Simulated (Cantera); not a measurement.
A freely propagating, adiabatic, planar premixed flame of 8.61 % CH₄, 15.7 % O₂, 75.7 % N₂, unburnt at 525 K and 4.93 atm; mixture-averaged transport, grid criteria slope 0.08 and curve 0.16, no radiation.

Cantera simulation using GRI-Mech 3.0 (53 species, 325 reactions); the numbers are that mechanism's predictions, not measurements. Burning velocities carry a grid error of a few per cent, more on coarse grids.

x: mole fraction of selected species; z is measured from the peak of heat release.

```json
[
 {"z (mm)": "-0.531", "T (K)": "526", "u (m/s)": "0.293", "x CH₄": "0.0859", "x O₂": "0.156", "x N₂O": "<1e-8", "x C₂H₄": "1.41e-7", "x NO": "<1e-8", "x CH₂": "<1e-8"},
 {"z (mm)": "-0.354", "T (K)": "535", "u (m/s)": "0.298", "x CH₄": "0.0851", "x O₂": "0.156", "x N₂O": "<1e-8", "x C₂H₄": "2.17e-6", "x NO": "2.22e-8", "x CH₂": "<1e-8"},
 {"z (mm)": "-0.265", "T (K)": "561", "u (m/s)": "0.313", "x CH₄": "0.0832", "x O₂": "0.153", "x N₂O": "<1e-8", "x C₂H₄": "1.10e-5", "x NO": "1.02e-7", "x CH₂": "<1e-8"},
 {"z (mm)": "-0.177", "T (K)": "684", "u (m/s)": "0.385", "x CH₄": "0.0753", "x O₂": "0.144", "x N₂O": "<1e-8", "x C₂H₄": "7.84e-5", "x NO": "8.07e-7", "x CH₂": "<1e-8"},
 {"z (mm)": "-0.0884", "T (K)": "1123", "u (m/s)": "0.638", "x CH₄": "0.0480", "x O₂": "0.104", "x N₂O": "5.30e-8", "x C₂H₄": "0.000478", "x NO": "8.13e-6", "x CH₂": "<1e-8"},
 {"z (mm)": "-0.0442", "T (K)": "[?]", "u (m/s)": "0.855", "x CH₄": "[?]", "x O₂": "[?]", "x N₂O": "[?]", "x C₂H₄": "[?]", "x NO": "[?]", "x CH₂": "[?]"},
 {"z (mm)": "0", "T (K)": "1848", "u (m/s)": "1.06", "x CH₄": "0.00416", "x O₂": "0.0262", "x N₂O": "1.71e-7", "x C₂H₄": "0.000313", "x NO": "3.19e-5", "x CH₂": "2.54e-5"},
 {"z (mm)": "0.0442", "T (K)": "1982", "u (m/s)": "1.13", "x CH₄": "0.000134", "x O₂": "0.00831", "x N₂O": "1.99e-7", "x C₂H₄": "3.98e-6", "x NO": "4.86e-5", "x CH₂": "5.25e-6"},
 {"z (mm)": "0.0884", "T (K)": "2027", "u (m/s)": "1.15", "x CH₄": "2.71e-6", "x O₂": "0.00403", "x N₂O": "1.90e-7", "x C₂H₄": "1.29e-8", "x NO": "5.67e-5", "x CH₂": "1.50e-7"},
 {"z (mm)": "0.177", "T (K)": "2070", "u (m/s)": "1.17", "x CH₄": "<1e-8", "x O₂": "0.00195", "x N₂O": "1.47e-7", "x C₂H₄": "<1e-8", "x NO": "6.19e-5", "x CH₂": "<1e-8"},
 {"z (mm)": "0.354", "T (K)": "2104", "u (m/s)": "1.19", "x CH₄": "<1e-8", "x O₂": "0.000819", "x N₂O": "9.44e-8", "x C₂H₄": "<1e-8", "x NO": "6.49e-5", "x CH₂": "<1e-8"},
 {"z (mm)": "0.707", "T (K)": "2123", "u (m/s)": "1.20", "x CH₄": "<1e-8", "x O₂": "0.000268", "x N₂O": "5.06e-8", "x C₂H₄": "<1e-8", "x NO": "6.67e-5", "x CH₂": "<1e-8"},
 {"z (mm)": "1.41", "T (K)": "2131", "u (m/s)": "1.20", "x CH₄": "<1e-8", "x O₂": "[?]", "x N₂O": "[?]", "x C₂H₄": "<1e-8", "x NO": "6.78e-5", "x CH₂": "<1e-8"}
]
```

Task: Some entries are withheld; supply them.

Result: 
- -0.0442, T (K): 1498
- -0.0442, x CH₄: 0.0242
- -0.0442, x O₂: 0.0660
- -0.0442, x N₂O: 1.09e-7
- -0.0442, x C₂H₄: 0.000825
- -0.0442, x NO: 1.80e-5
- -0.0442, x CH₂: 1.14e-6
- 1.41, x O₂: 8.35e-5
- 1.41, x N₂O: 2.56e-8
